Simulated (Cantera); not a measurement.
Cantera run, input and output.

```python
import numpy as np
import cantera as ct

gas = ct.Solution("gri30.yaml")
gas.TPX = 1200, 630000, {'CO': 1, 'H2': 0.031, 'CH4': 0.034, 'O2': 0.3, 'N2': 1.99, 'H2O': 0.55}
reactor = ct.IdealGasConstPressureReactor(gas, energy="on", clone=False)
net = ct.ReactorNet([reactor])
net.rtol, net.atol = 1e-08, 1e-16
show = ['CO', 'H2', 'CH4', 'OH', 'O', 'CH2O', 'C2H6']
times = np.geomspace(1e-05, 2, 16)

steps = ct.SolutionArray(gas, extra=["t"])
rows = []
print(f"{'t/s':>10s}{'T/K':>9s}{'P/Pa':>11s}" + "".join(f"{s:>11s}" for s in show))
for t in times:
    while net.time < t:
        t_next = net.step()
        steps.append(gas.state, t=t_next)
    rows.append([np.interp(t, steps.t, y) for y in (steps.T, steps.P, *steps(*show).X.T)])
    print(f"{t:10.3e}{rows[-1][0]:9.1f}{rows[-1][1]:11.4g}" + "".join(f"{x:11.3e}" for x in rows[-1][2:]))
rate = np.gradient(steps.T, steps.t)
print("integrator steps:", len(steps.t))
if steps.T.max() > steps.T[0] + 200:
    print(f"time of steepest temperature rise: {steps.t[rate.argmax()]:.4e} s")
gas.TPX = 1200, 630000, {'CO': 1, 'H2': 0.031, 'CH4': 0.034, 'O2': 0.3, 'N2': 1.99, 'H2O': 0.55}
gas.equilibrate("HP")
print(f"equilibrium (HP): T = {gas.T:.1f} K  " + "  ".join(f"{s} {gas[s].X[0]:.3e}" for s in show))
```

Output:

```
       t/s      T/K       P/Pa         CO         H2        CH4         OH          O       CH2O       C2H6
 1.000e-05   1200.0    6.3e+05  2.561e-01  7.939e-03  8.707e-03  3.696e-09  8.939e-09  8.939e-10  8.334e-12
 2.256e-05   1200.0    6.3e+05  2.561e-01  7.938e-03  8.707e-03  8.036e-09  1.338e-08  6.739e-09  1.805e-10
 5.091e-05   1200.0    6.3e+05  2.561e-01  7.938e-03  8.706e-03  2.654e-08  3.238e-08  6.799e-08  5.457e-09
 1.149e-04   1200.5    6.3e+05  2.560e-01  7.930e-03  8.696e-03  2.523e-07  2.589e-07  2.560e-06  4.987e-07
 2.592e-04   1238.6    6.3e+05  2.532e-01  7.805e-03  7.730e-03  1.013e-05  7.061e-06  3.859e-04  4.916e-05
 5.848e-04   2252.3    6.3e+05  1.303e-01  2.406e-02  3.009e-12  6.450e-04  1.254e-05  8.005e-09  1.718e-23
 1.320e-03   2254.9    6.3e+05  1.303e-01  2.405e-02  4.761e-12  4.538e-04  6.170e-06  7.928e-09  2.275e-23
 2.977e-03   2254.9    6.3e+05  1.303e-01  2.405e-02  4.768e-12  4.534e-04  6.160e-06  7.928e-09  2.278e-23
 6.718e-03   2254.9    6.3e+05  1.303e-01  2.405e-02  4.771e-12  4.532e-04  6.155e-06  7.929e-09  2.281e-23
 1.516e-02   2254.8    6.3e+05  1.303e-01  2.406e-02  4.778e-12  4.528e-04  6.145e-06  7.931e-09  2.286e-23
 3.420e-02   2254.6    6.3e+05  1.303e-01  2.406e-02  4.790e-12  4.521e-04  6.129e-06  7.935e-09  2.297e-23
 7.717e-02   2254.4    6.3e+05  1.303e-01  2.407e-02  4.803e-12  4.514e-04  6.113e-06  7.938e-09  2.307e-23
 1.741e-01   2254.3    6.3e+05  1.303e-01  2.407e-02  4.806e-12  4.513e-04  6.109e-06  7.939e-09  2.311e-23
 3.928e-01   2254.3    6.3e+05  1.303e-01  2.407e-02  4.807e-12  4.512e-04  6.108e-06  7.939e-09  2.311e-23
 8.864e-01   2254.3    6.3e+05  1.303e-01  2.407e-02  4.807e-12  4.512e-04  6.108e-06  7.939e-09  2.311e-23
 2.000e+00   2254.3    6.3e+05  1.303e-01  2.407e-02  4.807e-12  4.512e-04  6.108e-06  7.939e-09  2.311e-23
integrator steps: 1852
time of steepest temperature rise: 3.7640e-04 s
equilibrium (HP): T = 2254.3 K  CO 1.303e-01  H2 2.407e-02  CH4 5.261e-12  OH 4.512e-04  O 6.108e-06  CH2O 7.939e-09  C2H6 2.691e-23
```

Cantera simulation using GRI-Mech 3.0 (53 species, 325 reactions); the numbers are that mechanism's predictions, not measurements.
